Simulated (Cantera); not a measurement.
## Si + HF + N2 (silicon etching in halogen gases)

Feed: 1 mol Si, 9.8 mol HF, a varied amount of N2, equilibrated at 1102 °C and 1.00 bar.

Method: chemical equilibrium by Gibbs-energy minimisation in Cantera with the NASA 1993 tables (ideal gas, pure condensed phases). Candidate condensed phases: Si, Si3N4; 37 gas species. Kinetics and transport are ignored.

From 0.49 mol N2 to 49 mol N2 nothing is condensed. The main Si-bearing gas is SiF4 throughout.

```json
[
 {"n(N2) (mol)": "0.49", "x N2": "0.0527", "x HF": "0.624", "x H2": "0.215", "x SiF4": "0.108"},
 {"n(N2) (mol)": "0.72", "x N2": "0.0756", "x HF": "0.609", "x H2": "0.210", "x SiF4": "0.105"},
 {"n(N2) (mol)": "1.1", "x N2": "0.111", "x HF": "0.586", "x H2": "0.202", "x SiF4": "0.101"},
 {"n(N2) (mol)": "1.5", "x N2": "0.146", "x HF": "0.563", "x H2": "0.194", "x SiF4": "0.0971"},
 {"n(N2) (mol)": "2.3", "x N2": "0.207", "x HF": "0.523", "x H2": "0.180", "x SiF4": "0.0901"},
 {"n(N2) (mol)": "3.3", "x N2": "0.273", "x HF": "0.479", "x H2": "0.165", "x SiF4": "0.0826"},
 {"n(N2) (mol)": "4.9", "x N2": "0.358", "x HF": "0.423", "x H2": "0.146", "x SiF4": "0.0730"},
 {"n(N2) (mol)": "7.2", "x N2": "0.450", "x HF": "0.363", "x H2": "0.125", "x SiF4": "0.0625"},
 {"n(N2) (mol)": "11", "x N2": "0.556", "x HF": "0.293", "x H2": "0.101", "x SiF4": "0.0505"},
 {"n(N2) (mol)": "15", "x N2": "0.630", "x HF": "0.244", "x H2": "0.0840", "x SiF4": "0.0420"},
 {"n(N2) (mol)": "23", "x N2": "0.723", "x HF": "0.182", "x H2": "0.0629", "x SiF4": "0.0314"},
 {"n(N2) (mol)": "33", "x N2": "0.789", "x HF": "0.139", "x H2": "0.0478", "x SiF4": "0.0239"},
 {"n(N2) (mol)": "49", "x N2": "0.848", "x HF": "0.100", "x H2": "0.0346", "x SiF4": "0.0173"}
]
```
x: gas mole fraction; nothing condenses.
